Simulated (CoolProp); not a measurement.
A simple Rankine cycle with methanol: condensing at 326.15 K, boiler at 2.02 MPa, turbine inlet 444.4 K, turbine efficiency 0.8, pump efficiency 0.6, no recuperator. Each further row changes one setting.

The numbers come from the reference Helmholtz-energy equation of state, de Reuck 1993 in CoolProp.

```csv
case,thermal efficiency (%),net work (kJ/kg),heat in (kJ/kg),turbine exit temperature (K),volume ratio over the turbine
as stated,___,___,1200,326.2,25.4
turbine inlet 464.4 K,18.1,231,1280,326.2,___
condensing temperature 318.15 K,___,231,___,318.1,35.0
boiler pressure 1.41 MPa,16.4,___,___,326.2,16.9
turbine efficiency 0.7,___,186,1200,326.2,26.0
```

### Question
What belongs in the gaps?

### Answer

- as stated, thermal efficiency (%): 17.8
- as stated, net work (kJ/kg): 213
- turbine inlet 464.4 K, volume ratio over the turbine: 23.7
- condensing temperature 318.15 K, thermal efficiency (%): 19.0
- condensing temperature 318.15 K, heat in (kJ/kg): 1220
- boiler pressure 1.41 MPa, net work (kJ/kg): 207
- boiler pressure 1.41 MPa, heat in (kJ/kg): 1260
- turbine efficiency 0.7, thermal efficiency (%): 15.5

The expansion ends wet for: as stated; turbine inlet 464.4 K; condensing temperature 318.15 K; boiler pressure 1.41 MPa; turbine efficiency 0.7.
